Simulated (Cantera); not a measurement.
An isothermal, constant-pressure homogeneous reactor starts with 33.3 % CH4, 66.7 % CO2, at 1498 K and 1.01 bar.

Model: GRI-Mech 3.0 (53 species, 325 reactions), integrated in Cantera.

x: mole fraction; the columns are a selection and need not sum to one.

```
t (s)      x CH4  x CO2      x OH     x CH2     x HCO      x H      x CO
--------  ------  -----  --------  --------  --------  -------  --------
5.00e-5    0.333  0.667  3.39e-10  2.78e-11    <1e-12  2.65e-8   1.92e-7
0.000117   0.333  0.667  3.54e-10  1.34e-10    <1e-12  2.77e-8   4.62e-7
0.000272   0.333  0.667  4.03e-10  4.55e-10  2.05e-12        ?   1.19e-6
0.000633   0.333  0.667  4.76e-10  8.19e-10  1.49e-11        ?   3.33e-6
0.00148    0.333  0.667  6.10e-10   1.26e-9  6.46e-11        ?   9.80e-6
0.00344    0.332  0.666   1.01e-9   2.15e-9  2.35e-10        ?   3.36e-5
0.00803    0.329  0.666   2.28e-9   3.57e-9  5.79e-10        ?  0.000146
0.0187     0.321  0.662   6.05e-9   4.42e-9  7.98e-10        ?  0.000728
0.0436     0.302  0.651   1.44e-8   3.82e-9  7.22e-10        ?   0.00351
0.102      0.268  0.622   3.12e-8   3.18e-9  6.24e-10        ?    0.0147
0.237      0.213  0.558   6.71e-8   3.31e-9  6.86e-10        ?    0.0509
0.553      0.136  0.437   1.47e-7   5.11e-9   1.11e-9        ?     0.134
1.29      0.0615  0.298   2.70e-7   8.08e-9   2.05e-9        ?     0.242
3.00      0.0305  0.222   2.93e-7   6.22e-9   3.42e-9        ?     0.320
7.00      0.0248  0.174   2.24e-7   2.99e-9   4.62e-9        ?     0.390
```

Some entries are withheld; supply them.


- 0.000272, x H: 3.16e-8
- 0.000633, x H: 3.72e-8
- 0.00148, x H: 4.76e-8
- 0.00344, x H: 7.80e-8
- 0.00803, x H: 1.74e-7
- 0.0187, x H: 4.40e-7
- 0.0436, x H: 9.53e-7
- 0.102, x H: 1.68e-6
- 0.237, x H: 2.45e-6
- 0.553, x H: 3.09e-6
- 1.29, x H: 4.18e-6
- 3.00, x H: 6.07e-6
- 7.00, x H: 7.03e-6
